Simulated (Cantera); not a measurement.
Feed: 1 mol MgO, 0.66 mol CH4, 1 mol H2, 3.1 mol CO, at 1223 K and 0.240 Torr.

Equilibrium computed with Cantera from the NASA thermochemical tables; the gas is ideal and each condensed phase is pure. Candidate condensed phases: C, C6H6, C7H8, C8H18, H2O, Mg, MgCO3, MgO, Mg(OH)2; 116 gas species. Rates play no part.

Base state: CO 0.572, H2 0.428, Mg 0.000123, H 1.10e-5 (mole fractions); condensed: C(graphite) + MgO(s).

**Question.** What changes in the equilibrium state with this change: temperature from 1223 K to 1850 K?

**Answer.** 
```csv
species,before,after
CO,0.572,0.537
H2,0.428,0.314
Mg,0.000123,0.114
H2O,1.57e-6,0.0128
H,1.10e-5,0.0169
OH,<1e-9,5.10e-5
MgOH,<1e-9,4.02e-5
"C(graphite), mol",0.659,0
"MgO(s), mol",0.999,0.213
```
The tables' values for MgH are old estimates; treat these amounts as uncertain.

**Question.** What changes in the equilibrium state with this change: MgO replaced by PbO?

**Answer.** 
```
species             before    after
----------------  --------  -------
CO                   0.572    0.506
H2                   0.428    0.305
Pb                       0    0.141
CO2                1.44e-6   0.0255
H2O                1.57e-6   0.0225
Mg                0.000123        0
H                  1.10e-5  9.29e-6
C(graphite), mol     0.659        0
MgO(s), mol          0.999        0
```
Further candidate phases: Pb, PbO, PbO2, Pb3O4.
